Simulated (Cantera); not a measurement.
Feed: 1 mol Si₃H₈, 0.013 mol Cl₂, 14 mol N₂, equilibrated at 1375 °C and 0.0140 bar.

Cantera equilibrium calculation (NASA polynomials, part measured and part estimated; ideal gas, pure solids and liquids). Candidate condensed phases: NH₄Cl, Si, Si₃N₄; 28 gas species. The feed counts by its element totals alone. Equilibrium is a limit: real reactors are often held back by kinetics, nucleation or transport.

What is the equilibrium state?


```
Item                                 Result
--------------------------------  ---------
x(N₂)                                 0.749
x(H₂)                                 0.249
x(HCl)                              0.00161
x(H)                               0.000376
x(SiCl₂)                            5.90e-6
x(Si)                               2.95e-6
x(Cl)                               1.91e-6
n(Si₃N₄(s))                       1.000 mol
gas amount                        16.02 mol
log10 activity of Si(s) (absent)      -0.80
```
